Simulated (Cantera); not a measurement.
**MgO + H₂ (sublimation and decomposition of ceramics)**

Charge: 1 mol MgO, 6.3 mol H₂, held at 1330 Pa.

These are equilibrium values from Cantera (NASA tables, ideal gas, pure condensed phases), not measurements of a reactor. Candidate condensed phases: H₂O, Mg, MgO, Mg(OH)₂; 15 gas species. The tables' values for MgH are old estimates; treat these amounts as uncertain. The numbers say what is thermodynamically allowed, not how fast it happens.

At 2225 K the condensed part is MgO(s). From 2300 K to 2975 K nothing is condensed. The main Mg-bearing gas is Mg throughout.

```csv
T (K),x H₂,x H,x Mg,x H₂O,x O,x OH,n MgO(s)
2225,0.710,0.0473,0.121,0.120,5.32e-5,0.00115,0.102
2300,0.668,0.0685,0.131,0.129,0.000149,0.00213,0
2375,0.643,0.0979,0.129,0.125,0.000348,0.00340,0
2450,0.611,0.136,0.126,0.120,0.000772,0.00523,0
2525,0.570,0.183,0.123,0.113,0.00163,0.00775,0
2600,0.522,0.240,0.118,0.104,0.00328,0.0110,0
2675,0.467,0.306,0.113,0.0911,0.00624,0.0149,0
2750,0.407,0.378,0.107,0.0757,0.0111,0.0189,0
2825,0.345,0.454,0.101,0.0582,0.0182,0.0220,0
2900,0.283,0.529,0.0944,0.0408,0.0272,0.0234,0
2975,0.224,0.600,0.0884,0.0258,0.0369,0.0225,0
```
x: gas mole fraction; n: condensed amount in mol.
